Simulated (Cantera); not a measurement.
Equilibrium for chemical vapour transport: Si + Br2 + N2 + H2O

Input: 1 mol Si, 0.12 mol Br2, 0.56 mol N2, 0.34 mol H2O, equilibrated at 1280 Torr.

These are equilibrium values from Cantera (NASA tables, ideal gas, pure condensed phases), not measurements of a reactor. Candidate condensed phases: Br2, H2O, Si, SiO2, Si2N2O, Si3N4; 45 gas species. N2 is the only nitrogen source here; it is nearly inert below about 1500 K, so the nitride shown seldom forms there in practice. Mutual solubility and eutectic melting of coexisting phases are not modelled. The tables' values for SiBr3 are old estimates; treat these amounts as uncertain. Kinetics and transport are ignored.

```
T (K)  log p H2  log p HBr  log p N2  log p SiBr4  log p SiBr2  log p SiBr3  log p SiHBr3  log p Br  n Si2N2O(s)  n Si3N4(s)
-----  --------  ---------  --------  -----------  -----------  -----------  ------------  --------  -----------  ----------
973       -0.04      -0.16     -1.25        -1.32        -6.99        -5.40         -3.70     -5.77        0.340       0.102
1023      -0.04      -0.16     -1.25        -1.33        -6.28        -4.96         -3.53     -5.37        0.340       0.102
1073      -0.05      -0.16     -1.26        -1.34        -5.63        -4.57         -3.37     -5.01        0.340       0.102
1123      -0.05      -0.15     -1.26        -1.35        -5.04        -4.21         -3.23     -4.67        0.340       0.103
1173      -0.05      -0.15     -1.26        -1.36        -4.50        -3.88         -3.11     -4.37        0.340       0.103
1223      -0.05      -0.15     -1.27        -1.36        -4.01        -3.58         -2.99     -4.09        0.340       0.103
1273      -0.05      -0.15     -1.27        -1.37        -3.56        -3.30         -2.88     -3.83        0.340       0.103
1323      -0.05      -0.15     -1.27        -1.38        -3.14        -3.05         -2.79     -3.60        0.340       0.103
1373      -0.05      -0.15     -1.26        -1.40        -2.76        -2.82         -2.70     -3.37        0.340       0.103
1423      -0.05      -0.15     -1.25        -1.42        -2.41        -2.61         -2.63     -3.17        0.340       0.102
1473      -0.05      -0.16     -1.24        -1.45        -2.10        -2.43         -2.57     -2.98        0.340       0.102
1523      -0.05      -0.16     -1.21        -1.50        -1.82        -2.28         -2.54     -2.81        0.340       0.102
1573      -0.05      -0.17     -1.18        -1.57        -1.58        -2.16         -2.52     -2.65        0.340       0.101
```
log p: log10 of the partial pressure in bar; n: condensed amount in mol.

From 973 K to 1573 K the condensed part is Si2N2O(s) + Si3N4(s). The main Si-bearing gas is SiBr4 throughout.
